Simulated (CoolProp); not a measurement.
Computed with CoolProp (reference Helmholtz-energy equation of state, Lemmon 2016).

Q: Give the vapour pressure (MPa), enthalpy of vaporisation (kJ/kg), surface tension (mN/m) of saturated R227EA at 201.9, 268.6, 335.4 K.

A: 
```tsv
T (K)	p (MPa)	enthalpy of vaporisation (kJ/kg)	surface tension (mN/m)
201.9	0.00422	153	19.3
268.6	0.164	127	10.5
335.4	1.24	85.9	3.06
```

Surface tension comes from a separate correlation (Mulero 2012).
